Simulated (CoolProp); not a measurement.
Vapour-liquid equilibrium of R125 (1) + fluoroethane (R161) (2) at 1350 kPa; x and y are mole fractions of (1).

Model: multi-fluid Helmholtz-energy mixture model, Lemmon 2005 and Wu 2012; pair parameters Bell 2016, in CoolProp.

| x | bubble temperature (°C) | y at the bubble point | dew temperature at overall composition x (°C) | liquid density (mol/L) |
|---|---|---|---|---|
| 0.05 | 38.9 | 0.063 | 39.0 | 13.84 |
| 0.2 | 36.4 | 0.252 | 37.1 | 13.11 |
| 0.35 | 33.5 | ? | 34.8 | 12.43 |
| 0.5 | 30.7 | ? | 32.2 | 11.80 |
| 0.65 | 28.2 | 0.718 | ? | ? |
| 0.8 | 26.2 | 0.838 | 26.8 | 10.63 |
| 0.95 | 24.6 | ? | 24.7 | 10.11 |

Task: Some entries are withheld; supply them.

Result: 
- 0.35, y at the bubble point: 0.428
- 0.5, y at the bubble point: 0.583
- 0.65, dew temperature at overall composition x (°C): 29.5
- 0.65, liquid density (mol/L): 11.19
- 0.95, y at the bubble point: 0.958

No azeotrope shows between x = 0.05 and 0.95.

Pair parameters are fitted to limited data, so mixtures are less certain than the pure fluids. The gap from Raoult's law changes sign with composition, which may be real or a fault of the pair parameters; it wasn't checked against measurements.
